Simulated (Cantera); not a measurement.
Charge: 1 mol Ca(OH)2, 0.28 mol C, 0.51 mol H2, equilibrated at 0.0133 bar.

Equilibrium computed with Cantera from the NASA thermochemical tables; the gas is ideal and each condensed phase is pure. Candidate condensed phases: C, C6H6, C7H8, C8H18, Ca, CaCO3, CaO, Ca(OH)2, H2O; 115 gas species. Kinetics and transport are ignored.

log p: log10 of the partial pressure in bar; n: condensed amount in mol.

```csv
T (K),log p H2,log p H2O,log p CO,log p CO2,log p H,n CaCO3(calcite),n CaO(s)
750,-2.03,-2.41,-4.67,-4.26,(withheld),0.271,0.729
825,-2.08,-2.40,-3.40,-3.17,(withheld),0.146,0.854
900,-2.15,-2.38,-3.05,-2.92,(withheld),0,1.00
975,-2.16,-2.36,-2.98,-2.98,(withheld),0,1.00
1050,-2.17,-2.35,-2.93,-3.04,(withheld),0,1.00
1125,-2.18,-2.34,-2.89,-3.10,(withheld),0,1.00
1200,-2.18,-2.33,-2.86,-3.15,(withheld),0,1.00
1275,-2.19,-2.33,-2.84,-3.20,(withheld),0,1.00
1350,-2.19,-2.32,-2.82,-3.24,(withheld),0,1.00
1425,-2.19,-2.31,-2.81,-3.28,(withheld),0,1.00
1500,-2.20,-2.31,-2.79,-3.32,(withheld),0,1.00
1575,-2.20,-2.31,-2.78,-3.36,(withheld),0,1.000
```

Q: Complete the blanks.

A: 
- 750, log p H: -13.51
- 825, log p H: -12.14
- 900, log p H: -11.01
- 975, log p H: -10.02
- 1050, log p H: -9.17
- 1125, log p H: -8.44
- 1200, log p H: -7.80
- 1275, log p H: -7.23
- 1350, log p H: -6.72
- 1425, log p H: -6.26
- 1500, log p H: -5.85
- 1575, log p H: -5.48
